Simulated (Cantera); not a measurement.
Standard-state values (1 bar) from the NASA 1993 polynomials, evaluated with Cantera. Values are per mole of reaction as written; species without (g) are pure solids or liquids, kept so even where they would boil at 1 bar.

3 O2(g) + 6 BF3(g) ⇌ 12 F(g) + 2 B3O3F3(g)

```tsv
T (K)	ΔH° (kJ)	ΔS° (J/K)	ΔG° (kJ)	log10 K
300	3036.4	449.0	2901.7	-505.23
1175	3110.9	572.6	2438.1	-108.38
1225	3114.3	575.4	2409.4	-102.74
1275	(withheld)	(withheld)	(withheld)	(withheld)
1325	3120.8	580.6	2351.6	-92.70
1375	3124.1	582.9	2322.5	-88.23
1425	3127.2	585.2	2293.3	-84.06
1475	(withheld)	(withheld)	(withheld)	(withheld)
1525	3133.5	589.4	2234.6	-76.54
1575	(withheld)	(withheld)	(withheld)	(withheld)
1625	3139.6	593.3	2175.4	-69.93
```

Problem. Fill in the missing entries.

Solution. 
- 1275, ΔH° (kJ): 3117.6
- 1275, ΔS° (J/K): 578.0
- 1275, ΔG° (kJ): 2380.6
- 1275, log10 K: -97.53
- 1475, ΔH° (kJ): 3130.4
- 1475, ΔS° (J/K): 587.4
- 1475, ΔG° (kJ): 2264.0
- 1475, log10 K: -80.17
- 1575, ΔH° (kJ): 3136.5
- 1575, ΔS° (J/K): 591.4
- 1575, ΔG° (kJ): 2205.1
- 1575, log10 K: -73.13
